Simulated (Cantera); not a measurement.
Input (Python, Cantera) and output of one run.

```python
import numpy as np
import cantera as ct

gas_names = """
    N N2 Si SiN Si2 Si2N Si3
""".split()
cond_names = """
    Si(cr) Si(L) Si3N4(a)
""".split()


def load(file, names, dense=False):
    # The tables refer to 1 bar. Condensed volumes are neglected.
    table = {s.name: s for s in ct.Species.list_from_file(file)}
    out = []
    for n in names:
        d = dict(table[n].input_data)
        d["thermo"] = dict(d["thermo"], **{"reference-pressure": 1e5})
        if dense:
            d["equation-of-state"] = {"model": "constant-volume", "density": "1e6 g/cm^3"}
        out.append(ct.Species.from_dict(d))
    return out


gas = ct.Solution(thermo="ideal-gas", species=load("nasa_gas.yaml", gas_names))
cond = {s.name: ct.Solution(thermo="fixed-stoichiometry", species=[s], name=s.name)
        for s in load("nasa_condensed.yaml", cond_names, dense=True)}
atoms = {
    'Si3N4': {'Si': 3, 'N': 4},
    'N2': {'N': 2},
    'Si': {'Si': 1},
}
top_T = {'Si3N4(a)': 2400}  # K; cautious upper limits of use, not melting points


def equilibrate(T, P, feed):
    n = {}
    for name, mol in feed.items():
        for a, k in atoms[name].items():
            n[a] = n.get(a, 0.0) + k * mol
    gas.TPX = T, P, n
    mass = sum(n.values()) * gas.mean_molecular_weight
    gas.equilibrate("TP")
    valid = [c for c in cond.values() if c.min_temp <= T <= top_T.get(c.name, c.max_temp)]
    mix = ct.Mixture([(gas, mass / gas.mean_molecular_weight)] + [(c, 0.0) for c in valid])
    mix.T, mix.P = T, P
    mix.equilibrate("TP", solver="vcs", rtol=1e-11, max_steps=5000)
    return mix


results = []
feed = {'Si3N4': 1, 'N2': 0.68, 'Si': 0.0061}  # mol
T = 2575  # K
P = 10000  # Pa
mix = equilibrate(T, P, feed)
results.append((T, P, feed, dict(zip(mix.species_names, mix.species_moles))))
x = sorted(zip(gas.X, gas.species_names), reverse=True)
print(f"T = {T:g} K  P = {P:g} Pa  gas = {mix.phase_moles(0):.4g} mol")
print("   x: " + "  ".join(f"{s} {v:.3e}" for v, s in x if v > 1e-06))
print("   condensed (mol): " + ("  ".join(f"{mix.phase(i).name} {mix.phase_moles(i):.4g}"
      for i in range(1, mix.n_phases) if mix.phase_moles(i) > 1e-12) or "none"))
```

Result:

```
T = 2575 K  P = 10000 Pa  gas = 2.935 mol
   x: N2 9.112e-01  Si 8.183e-02  Si2 2.432e-03  SiN 2.229e-03  Si2N 1.882e-03  Si3 4.088e-04  N 1.732e-06
   condensed (mol): Si(L) 2.731
```

Equilibrium computed with Cantera from the NASA thermochemical tables; the gas is ideal and each condensed phase is pure. The tables' values for SiN are old estimates; treat these amounts as uncertain.
